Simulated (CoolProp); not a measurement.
Saturation properties of acetone.

Model: reference Helmholtz-energy equation of state, Lemmon 2006, in CoolProp. It is a short technical equation, of lower accuracy than the large ones.

| T (K) | p (MPa) | vapour density (kg/m³) | surface tension (mN/m) |
|---|---|---|---|
| 340.7 | 0.1477 | 3.240 | 17.5 |
| 344.7 | 0.1674 | 3.648 | 17.0 |
| 348.7 | 0.1890 | 4.095 | 16.5 |
| 352.7 | 0.2127 | 4.584 | 16.0 |
| 356.7 | 0.2387 | 5.119 | 15.5 |
| 360.7 | 0.2670 | 5.703 | 15.1 |
| 364.6 | 0.2971 | 6.321 | 14.6 |
| 368.6 | 0.3307 | 7.011 | 14.1 |
| 372.6 | 0.3671 | 7.759 | 13.7 |
| 376.6 | 0.4065 | 8.570 | 13.2 |
| 380.6 | 0.4490 | 9.449 | 12.7 |
| 384.6 | 0.4949 | 10.40 | 12.3 |
| 388.6 | 0.5442 | 11.43 | 11.8 |
| 392.6 | 0.5972 | 12.54 | 11.4 |

It boils at 329.2 K under 1 atm.

Surface tension comes from a separate correlation (Mulero 2012).
